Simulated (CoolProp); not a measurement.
A simple Rankine cycle with n-octane: condensing at 308.15 K, boiler at 0.0956 MPa, turbine inlet 398.7 K, turbine efficiency 0.85, pump efficiency 0.6, no recuperator. Each further row changes one setting.

Model: reference Helmholtz-energy equation of state, Beckmüller 2019, in CoolProp.

```csv
case,thermal efficiency (%),net work (kJ/kg),heat in (kJ/kg),turbine exit temperature (K),volume ratio over the turbine
as stated,14.7,76.9,524,357.4,28.0
turbine inlet 418.7 K,14.3,81.3,567,377.4,27.9
condensing temperature 300.15 K,15.9,86.1,542,352.5,42.5
boiler pressure 0.0669 MPa,13.3,69.7,525,362.2,19.5
turbine efficiency 0.75,13.0,67.8,524,362.1,28.4
```
